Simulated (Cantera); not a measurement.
# Thermodynamics of abatement and gas-phase synthesis, feed CO2 + H2

Charge: 1 mol CO2, 1.6 mol H2, held at 1900 Pa.

Cantera equilibrium calculation (NASA polynomials, part measured and part estimated; ideal gas, pure solids and liquids). Candidate condensed phases: C, C6H6, C7H8, C8H18, H2O; 110 gas species. Kinetics and transport are ignored.

```csv
T (°C),x H2,x H2O,x CO,x CO2,x H,x CH4,x OH,x O,n C(graphite)
352,0.268,0.364,0.0103,0.291,<1e-12,0.0662,<1e-12,<1e-12,0.232
502,0.462,0.151,0.145,0.239,4.89e-12,0.00315,<1e-12,<1e-12,0
652,0.418,0.197,0.197,0.188,1.22e-9,8.91e-6,<1e-12,<1e-12,0
802,0.383,0.233,0.233,0.152,6.59e-8,1.15e-7,1.52e-10,<1e-12,0
952,0.357,0.258,0.258,0.127,1.35e-6,4.26e-9,8.88e-9,<1e-12,0
1102,0.339,0.276,0.276,0.109,1.45e-5,3.23e-10,2.12e-7,8.33e-12,0
1252,0.326,0.289,0.289,0.0953,9.80e-5,4.11e-11,2.70e-6,6.95e-10,0
1402,0.316,0.299,0.299,0.0854,0.000473,7.62e-12,2.17e-5,2.62e-8,0
1552,0.308,0.306,0.306,0.0779,0.00177,1.88e-12,0.000123,5.46e-7,0
1702,0.300,0.311,0.311,0.0720,0.00543,<1e-12,0.000537,7.17e-6,0
1852,0.290,0.312,0.314,0.0673,0.0142,<1e-12,0.00189,6.57e-5,0
2002,0.277,0.307,0.314,0.0631,0.0324,<1e-12,0.00560,0.000450,0
2152,0.258,0.291,0.310,0.0583,0.0659,<1e-12,0.0141,0.00240,0
2302,0.233,0.251,0.300,0.0504,0.121,<1e-12,0.0295,0.00996,0
```
x: gas mole fraction; n: condensed amount in mol.

At 352 °C the condensed part is C(graphite). From 502 °C to 2302 °C nothing is condensed. The main C-bearing gas is CO2 at 352 °C and CO at 2302 °C.
